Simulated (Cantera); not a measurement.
Feed: 1 mol SiH2Cl2, 36 mol N2, at 1025 °C and 0.0700 bar.

These are equilibrium values from Cantera (NASA tables, ideal gas, pure condensed phases), not measurements of a reactor. Candidate condensed phases: NH4Cl, Si, Si3N4; 28 gas species. N2 is the only nitrogen source here; it is nearly inert below about 1500 K, so the nitride shown seldom forms there in practice. The tables' values for SiCl3 are old estimates; treat these amounts as uncertain. The numbers say what is thermodynamically allowed, not how fast it happens.

Base state: N2 0.950, HCl 0.0401, H2 0.00674, SiCl4 0.00298, SiCl3 0.000343, SiCl2 0.000235, SiHCl3 2.27e-5 (mole fractions); condensed: Si3N4(s).

Question: What changes in the equilibrium state with this change: pressure from 0.0700 bar to 1.00 bar?

Answer: 
| species | before | after |
|---|---|---|
| N2 | 0.950 | 0.950 |
| HCl | 0.0401 | 0.0375 |
| H2 | 0.00674 | 0.00805 |
| SiCl4 | 0.00298 | 0.00389 |
| SiCl2 | 0.000235 | 2.93e-5 |
| SiCl3 | 0.000343 | 0.000138 |
| SiHCl3 | 2.27e-5 | 3.77e-5 |
| Si3N4(s), mol | 0.289 | 0.282 |

Question: What changes in the equilibrium state with this change: temperature from 1025 °C to 627 °C?

Answer: 
```
species          before    after
-------------  --------  -------
N2                0.950    0.951
HCl              0.0401   0.0361
H2              0.00674  0.00880
SiCl4           0.00298  0.00440
SiCl2          0.000235  2.83e-9
SiCl3          0.000343  5.11e-7
Si3N4(s), mol     0.289    0.279
```
